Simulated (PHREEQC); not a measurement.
1 kg of water holding 0.37 mol/kgw KCl, 0.23 mol/kgw K2CO3, 0.03 mol/kgw KHCO3 and 0.012 mol/kgw K2SO4 is evaporated at 30 °C; the solids stay in contact with the brine. No CO2 enters from the air. Only these solids could form: Arcanite, Kalicinite, Misenite, Sylvite.

Base run: PHREEQC, Pitzer model, pitzer.dat. Each further column changes one thing. The table gives water activity.

```json
[
 {"H2O removed (mol)": "0", "base": "0.977", "temperature from 30 to 5 °C": "0.977"},
 {"H2O removed (mol)": "9.886", "base": "0.972", "temperature from 30 to 5 °C": "[?]"},
 {"H2O removed (mol)": "18.01", "base": "0.966", "temperature from 30 to 5 °C": "[?]"},
 {"H2O removed (mol)": "30.18", "base": "0.950", "temperature from 30 to 5 °C": "0.952"},
 {"H2O removed (mol)": "34.69", "base": "0.938", "temperature from 30 to 5 °C": "0.941"},
 {"H2O removed (mol)": "38.4", "base": "0.924", "temperature from 30 to 5 °C": "0.928"},
 {"H2O removed (mol)": "41.44", "base": "0.906", "temperature from 30 to 5 °C": "[?]"},
 {"H2O removed (mol)": "46.01", "base": "0.853", "temperature from 30 to 5 °C": "0.865"},
 {"H2O removed (mol)": "47.7", "base": "0.817", "temperature from 30 to 5 °C": "0.835"},
 {"H2O removed (mol)": "49.09", "base": "0.779", "temperature from 30 to 5 °C": "0.823"},
 {"H2O removed (mol)": "50.23", "base": "0.761", "temperature from 30 to 5 °C": "0.807"},
 {"H2O removed (mol)": "51.94", "base": "0.703", "temperature from 30 to 5 °C": "0.755"},
 {"H2O removed (mol)": "52.58", "base": "0.657", "temperature from 30 to 5 °C": "0.715"},
 {"H2O removed (mol)": "53.1", "base": "0.594", "temperature from 30 to 5 °C": "0.663"}
]
```

**Question.** Complete the blanks.

**Answer.** 
- 9.886, temperature from 30 to 5 °C: 0.973
- 18.01, temperature from 30 to 5 °C: 0.967
- 41.44, temperature from 30 to 5 °C: 0.912

 At this temperature some constants are extrapolated from 25 °C, and those without enthalpy data are left unchanged.
